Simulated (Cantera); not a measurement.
A Cantera script and what it prints.

```python
import numpy as np
import cantera as ct

gas_names = """
    CL CL2 H HCL H2 Sr SrCL SrCL2
""".split()
cond_names = """
    Sr(a) Sr(b) Sr(L) SrCL2(a) SrCL2(b) SrCL2(L)
""".split()


# ... load() reads the species with a 1 bar reference pressure and builds the phases ...
atoms = {
    'SrCl2': {'Sr': 1, 'CL': 2},
    'H2': {'H': 2},
}
top_T = {}  # K; cautious upper limits of use, not melting points


# ... equilibrate(T, P, feed) seeds the gas with the atoms and calls Mixture.equilibrate('TP', solver="vcs", rtol=1e-11, max_steps=5000) ...
results = []
feed = {'SrCl2': 1, 'H2': 1.4}  # mol
T = 1725  # K
for P in [0.1, 0.46, 2.2, 10, 46, 220, 1000, 4600, 22000, 100000]:
    mix = equilibrate(T, P, feed)
    results.append((T, P, feed, dict(zip(mix.species_names, mix.species_moles))))
    x = sorted(zip(gas.X, gas.species_names), reverse=True)
    print(f"T = {T:g} K  P = {P:g} Pa  gas = {mix.phase_moles(0):.4g} mol")
    print("   x: " + "  ".join(f"{s} {v:.3e}" for v, s in x if v > 0.001))
    print("   condensed (mol): " + ("  ".join(f"{mix.phase(i).name} {mix.phase_moles(i):.4g}"
          for i in range(1, mix.n_phases) if mix.phase_moles(i) > 1e-12) or "none"))
```

Result:

```
T = 1725 K  P = 0.1 Pa  gas = 2.683 mol
   x: H2 4.299e-01  SrCL2 3.185e-01  H 1.218e-01  HCL 6.206e-02  SrCL 3.275e-02  Sr 2.146e-02  CL 1.361e-02
   condensed (mol): none
T = 1725 K  P = 0.46 Pa  gas = 2.545 mol
   x: H2 4.972e-01  SrCL2 3.557e-01  H 6.106e-02  HCL 4.461e-02  SrCL 2.552e-02  Sr 1.166e-02  CL 4.242e-03
   condensed (mol): none
T = 1725 K  P = 2.2 Pa  gas = 2.476 mol
   x: H2 5.358e-01  SrCL2 3.786e-01  HCL 3.011e-02  H 2.898e-02  SrCL 1.910e-02  Sr 6.138e-03  CL 1.261e-03
   condensed (mol): none
T = 1725 K  P = 10 Pa  gas = 2.443 mol
   x: H2 5.562e-01  SrCL2 3.921e-01  HCL 2.018e-02  SrCL 1.410e-02  H 1.385e-02  Sr 3.233e-03
   condensed (mol): none
T = 1725 K  P = 46 Pa  gas = 2.424 mol
   x: H2 5.675e-01  SrCL2 4.006e-01  HCL 1.341e-02  SrCL 1.021e-02  H 6.523e-03  Sr 1.659e-03
   condensed (mol): none
T = 1725 K  P = 220 Pa  gas = 2.414 mol
   x: H2 5.739e-01  SrCL2 4.061e-01  HCL 8.833e-03  SrCL 7.229e-03  H 3.000e-03
   condensed (mol): none
T = 1725 K  P = 1000 Pa  gas = 2.409 mol
   x: H2 5.775e-01  SrCL2 4.096e-01  HCL 5.921e-03  SrCL 5.117e-03  H 1.411e-03
   condensed (mol): none
T = 1725 K  P = 4600 Pa  gas = 1.728 mol
   x: H2 8.083e-01  SrCL2 1.852e-01  HCL 2.978e-03  SrCL 2.537e-03
   condensed (mol): SrCL2(L) 0.6753
T = 1725 K  P = 22000 Pa  gas = 1.459 mol
   x: H2 9.590e-01  SrCL2 3.872e-02
   condensed (mol): SrCL2(L) 0.9422
T = 1725 K  P = 100000 Pa  gas = 1.413 mol
   x: H2 9.907e-01  SrCL2 8.518e-03
   condensed (mol): SrCL2(L) 0.9876
```

Method: chemical equilibrium by Gibbs-energy minimisation in Cantera with the NASA 1993 tables (ideal gas, pure condensed phases).
